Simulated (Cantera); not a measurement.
**Silicon carbide growth: CH3SiCl3 + C2H2 + H2**

Feed: 1 mol CH3SiCl3, 0.26 mol C2H2, 29 mol H2, at 10.0 mbar.

These are equilibrium values from Cantera (NASA tables, ideal gas, pure condensed phases), not measurements of a reactor. Candidate condensed phases: C, C6H6, C7H8, C8H18, Si, SiC; 109 gas species. The feed counts by its element totals alone. The tables' values for SiCl3, SiCl are old estimates; treat these amounts as uncertain. The numbers say what is thermodynamically allowed, not how fast it happens.

```json
[
 {"T (K)": "950", "x H2": "0.915", "x HCl": "0.0797", "x H": "5.32e-9", "x SiCl4": "0.00329", "x CH4": "0.00140", "x SiCl2": "2.60e-6", "n C(graphite)": "0.587", "n SiC(s)": "0.888"},
 {"T (K)": "1025", "x H2": "0.909", "x HCl": "0.0898", "x H": "4.15e-8", "x SiCl4": "0.000775", "x CH4": "0.000607", "x SiCl2": "7.64e-6", "n C(graphite)": "0.528", "n SiC(s)": "0.972"},
 {"T (K)": "1100", "x H2": "0.907", "x HCl": "0.0922", "x H": "2.46e-7", "x SiCl4": "0.000164", "x CH4": "0.000295", "x SiCl2": "1.65e-5", "n C(graphite)": "0.518", "n SiC(s)": "0.993"},
 {"T (K)": "1175", "x H2": "0.907", "x HCl": "0.0927", "x H": "1.17e-6", "x SiCl4": "3.95e-5", "x CH4": "0.000158", "x SiCl2": "3.12e-5", "n C(graphite)": "0.518", "n SiC(s)": "0.997"},
 {"T (K)": "1250", "x H2": "0.907", "x HCl": "0.0928", "x H": "4.60e-6", "x SiCl4": "1.11e-5", "x CH4": "9.04e-5", "x SiCl2": "5.40e-5", "n C(graphite)": "0.520", "n SiC(s)": "0.997"},
 {"T (K)": "1325", "x H2": "0.907", "x HCl": "0.0928", "x H": "1.56e-5", "x SiCl4": "3.63e-6", "x CH4": "5.52e-5", "x SiCl2": "8.74e-5", "n C(graphite)": "0.521", "n SiC(s)": "0.997"},
 {"T (K)": "1400", "x H2": "0.907", "x HCl": "0.0927", "x H": "4.63e-5", "x SiCl4": "1.33e-6", "x CH4": "3.55e-5", "x SiCl2": "0.000134", "n C(graphite)": "0.523", "n SiC(s)": "0.995"},
 {"T (K)": "1475", "x H2": "0.907", "x HCl": "0.0926", "x H": "0.000124", "x SiCl4": "5.43e-7", "x CH4": "2.39e-5", "x SiCl2": "0.000196", "n C(graphite)": "0.525", "n SiC(s)": "0.993"},
 {"T (K)": "1550", "x H2": "0.907", "x HCl": "0.0924", "x H": "0.000300", "x SiCl4": "2.41e-7", "x CH4": "1.67e-5", "x SiCl2": "0.000276", "n C(graphite)": "0.528", "n SiC(s)": "0.991"},
 {"T (K)": "1625", "x H2": "0.907", "x HCl": "0.0921", "x H": "0.000672", "x SiCl4": "1.15e-7", "x CH4": "1.21e-5", "x SiCl2": "0.000375", "n C(graphite)": "0.530", "n SiC(s)": "0.988"},
 {"T (K)": "1700", "x H2": "0.906", "x HCl": "0.0918", "x H": "0.00140", "x SiCl4": "5.87e-8", "x CH4": "8.99e-6", "x SiCl2": "0.000494", "n C(graphite)": "0.532", "n SiC(s)": "0.984"},
 {"T (K)": "1775", "x H2": "0.905", "x HCl": "0.0914", "x H": "0.00275", "x SiCl4": "3.15e-8", "x CH4": "6.86e-6", "x SiCl2": "0.000634", "n C(graphite)": "0.532", "n SiC(s)": "0.979"},
 {"T (K)": "1850", "x H2": "0.903", "x HCl": "0.0907", "x H": "0.00512", "x SiCl4": "1.77e-8", "x CH4": "5.33e-6", "x SiCl2": "0.000793", "n C(graphite)": "0.531", "n SiC(s)": "0.973"}
]
```
x: gas mole fraction; n: condensed amount in mol.

From 950 K to 1850 K the condensed part is C(graphite) + SiC(s). The main Si-bearing gas is SiCl4 at 950 K and SiCl2 at 1850 K.
